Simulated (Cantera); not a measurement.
# Low-pressure radical oxidation in H2/O2

An isothermal, constant-pressure homogeneous reactor starts with H₂ : O₂ : N₂ = 0.4 : 1 : 1.8 (molar parts), at 1375 K and 320 Pa.

Computed with Cantera and GRI-Mech 3.0 (53 species, 325 reactions). Radical loss at walls, strong at low pressure, is not modelled. The temperature is held fixed by assumption; the heat of reaction is taken as removed at once.

```csv
t (s),x H₂,x O₂,x O,x N₂O,x HO₂,x H₂O
0.000100,0.125,0.312,2.23e-9,<1e-12,1.54e-8,8.51e-10
0.000230,0.125,0.312,1.01e-8,<1e-12,3.54e-8,8.39e-9
0.000528,0.125,0.312,5.02e-8,<1e-12,8.12e-8,8.38e-8
0.00121,0.125,0.312,5.16e-7,<1e-12,1.86e-7,1.37e-6
0.00279,0.125,0.312,5.88e-5,<1e-12,4.08e-7,0.000175
0.00642,0.0122,0.245,0.0395,2.77e-10,3.98e-7,0.0851
0.0147,0.00810,0.241,0.0448,6.70e-10,3.95e-7,0.0904
0.0339,0.00802,0.241,0.0440,6.81e-10,3.97e-7,0.0912
0.0779,0.00782,0.242,0.0423,6.97e-10,4.00e-7,0.0930
0.179,0.00735,0.244,0.0385,7.33e-10,4.07e-7,0.0968
0.412,0.00629,0.248,0.0311,8.22e-10,4.18e-7,0.104
0.946,0.00423,0.255,0.0193,1.05e-9,4.20e-7,0.116
2.18,0.00173,0.261,0.00740,1.64e-9,3.59e-7,0.127
5.00,0.000396,0.265,0.00166,2.92e-9,1.94e-7,0.131
```
x: mole fraction; the columns are a selection and need not sum to one.

Equilibrium at this temperature and pressure: H₂ 1.41e-6, O₂ 0.266, O 5.84e-6, N₂O 1.96e-9, HO₂ 2.41e-8, H₂O 0.133 (gas phase only).
